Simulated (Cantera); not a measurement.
Input: 1 mol (CH₃)₂SiCl₂, 44 mol H₂, 0.95 mol C₂H₄, at 13300 Pa.

Equilibrium computed with Cantera from the NASA thermochemical tables; the gas is ideal and each condensed phase is pure. Candidate condensed phases: C, C₆H₆, C₇H₈, C₈H₁₈, Si, SiC; 109 gas species. The feed counts by its element totals alone. Rates play no part. All values below are at 1648 K.

Base state: H₂ 0.960, HCl 0.0399, H 0.000239, CH₄ 0.000164, SiCl₂ 7.28e-5, C₂H₂ (acetylene) 4.29e-5 (mole fractions); condensed: C(graphite) + SiC(s).

**Question.** What changes in the equilibrium state with this change: (CH₃)₂SiCl₂ replaced by SiH₂Cl₂?

**Answer.** 
```tsv
species	before	after
H₂	0.960	0.958
HCl	0.0399	0.0416
H	0.000239	0.000239
SiCl₂	7.28e-5	7.91e-5
CH₄	0.000164	0.000164
C₂H₂ (acetylene)	4.29e-5	4.28e-5
C(graphite), mol	2.89	0.892
SiC(s), mol	0.996	0.996
```
